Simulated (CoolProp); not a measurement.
Vapour-liquid equilibrium of n-pentane (1) + the fluoroketone C6F12O (FK-5-1-12) (2) at 134 kPa; x and y are mole fractions of (1).

Model: multi-fluid Helmholtz-energy mixture model, Thol 2019 and McLinden 2015; pair parameters Bell 2016, in CoolProp.

```tsv
x	bubble temperature, mixture model (K)	bubble temperature, Raoult's law (K)	y, mixture model	y, Raoult's law
0.05	325.8	329.8	0.176	0.073
0.125	320.0	328.7	0.368	0.176
0.2	315.8	327.6	0.491	0.272
0.275	313.1	326.6	0.566	0.363
0.35	311.4	325.6	0.612	0.448
0.425	310.6	324.6	0.639	0.528
0.5	310.2	323.6	0.654	0.603
0.575	310.0	322.7	0.663	0.673
0.65	310.0	321.7	0.670	0.740
0.725	310.0	320.8	0.679	0.802
0.8	310.2	319.9	0.697	0.860
0.875	311.1	319.1	0.740	0.915
0.95	313.6	318.2	0.845	0.967
```

The largest gap from Raoult's law is -14.2 K in bubble temperature, at x = 0.35. y crosses x between x = 0.65 and 0.725: the model has an azeotrope there.

Pair parameters are fitted to limited data, so mixtures are less certain than the pure fluids.
